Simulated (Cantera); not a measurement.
A perfectly stirred reactor is fed with N2O : H2 : N2 = 1 : 0.0068 : 2.4 (molar parts), at 100.0 Torr; it is held at 1073 K, and followed from long to short residence time.

Computed with Cantera and GRI-Mech 3.0 (53 species, 325 reactions). GRI-Mech 3.0 was tuned for natural gas; its chemistry of N2O as a main component is partial and can be far from experiment. The mechanism lacks the step 2 NO + O2 → 2 NO2, which can matter for NO2 below about 1400 K. The temperature is held fixed by assumption; the heat of reaction is taken as removed at once.

**Question.** What does this change do: pressure from 100.0 Torr to 750 Torr?

**Answer.** 
```csv
quantity,before,after
x(N2O) at τ = 2.30 s,0.287,0.265
x(H2) at τ = 2.30 s,0.000164,3.40e-5
x(H) at τ = 2.30 s,3.09e-8,3.69e-9
x(H2O) at τ = 2.30 s,0.00183,0.00194
x(H2O2) at τ = 2.30 s,1.21e-9,2.60e-9
x(N2O) at τ = 54.0 ms,0.293,0.291
x(H2) at τ = 54.0 ms,0.00151,0.000618
x(H) at τ = 54.0 ms,3.66e-7,1.38e-7
x(H2O) at τ = 54.0 ms,0.000480,0.00138
x(H2O2) at τ = 54.0 ms,1.19e-8,1.42e-8
```

**Question.** What does this change do: temperature 1073 to 1525 K?

**Answer.** 
| quantity | before | after |
|---|---|---|
| x(N2O) at τ = 2.30 s | 0.287 | 0.0122 |
| x(H2) at τ = 2.30 s | 0.000164 | 2.33e-6 |
| x(H) at τ = 2.30 s | 3.09e-8 | 4.30e-7 |
| x(H2O) at τ = 2.30 s | 0.00183 | 0.00172 |
| x(H2O2) at τ = 2.30 s | 1.21e-9 | 4.54e-10 |
| x(N2O) at τ = 54.0 ms | 0.293 | 0.179 |
| x(H2) at τ = 54.0 ms | 0.00151 | 6.02e-5 |
| x(H) at τ = 54.0 ms | 3.66e-7 | 6.12e-7 |
| x(H2O) at τ = 54.0 ms | 0.000480 | 0.00179 |
| x(H2O2) at τ = 54.0 ms | 1.19e-8 | 1.10e-9 |
